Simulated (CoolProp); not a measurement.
Saturation properties of R143a (Tc = 72.7 °C, pc = 3762 kPa, ω = 0.261).

Model: reference Helmholtz-energy equation of state, Lemmon and Jacobsen 2000, in CoolProp.

```
T (°C)  p (kPa)  liquid density (kg/m³)  liquid cp (kJ/(kg K))  vapour Z  surface tension (mN/m)  liquid viscosity (µPa s)
------  -------  ----------------------  ---------------------  --------  ----------------------  ------------------------
-79.05    16.77                    1250                  1.252    0.9843                    19.2                       306
-71.95    26.54                    1232                  1.266    0.9790                    18.1                       281
-64.85    40.51                    1213                  1.282    0.9726                    17.0                       260
-57.85    59.55                    1195                  1.298    0.9650                    15.9                       242
-50.75    85.54                    1176                  1.316    0.9558                    14.8                       225
-43.65    119.8                    1157                  1.335    0.9451                    13.8                       211
-36.65    163.2                    1137                  1.355    0.9329                    12.7                       197
-29.55    218.8                    1117                  1.377    0.9189                    11.7                       185
-22.45    288.0                    1096                  1.401    0.9030                    10.7                       174
-15.45    371.4                    1074                  1.427    0.8855                    9.73                       163
-8.35     473.7                    1052                  1.456    0.8657                    8.76                       153
-1.25     595.9                    1029                  1.489    0.8439                    7.81                       144
5.75      738.3                    1004                  1.526    0.8201                    6.90                       135
```

It boils at -47.2 °C under 1 atm.

Viscosity comes from a separate model (Klein 1997), an estimate that may be off by 10 % or more. Surface tension comes from a separate correlation (Mulero 2014).
